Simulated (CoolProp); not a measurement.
The fluid at 369.53 K and 4.21 MPa is compressed adiabatically to 26.9 MPa with isentropic efficiency 0.75. The same conditions are run with several fluids, on thermodynamics alone (safety and materials aside).

Computed with CoolProp (reference Helmholtz-energy equation of state of each fluid (ammonia: Gao 2020; propylene: Lemmon 2013; hydrogen sulfide: Lemmon 2006)).

Task: Rank ammonia, propylene, hydrogen sulfide by work (kJ/kg), highest first.

Result: ammonia (417), hydrogen sulfide (233), propylene (122)

```json
[
 {"fluid": "ammonia", "final temperature (K)": "587.7", "final density (kg/m³)": "116"},
 {"fluid": "propylene", "final temperature (K)": "481.6", "final density (kg/m³)": "346"},
 {"fluid": "hydrogen sulfide", "final temperature (K)": "626.5", "final density (kg/m³)": "196"}
]
```
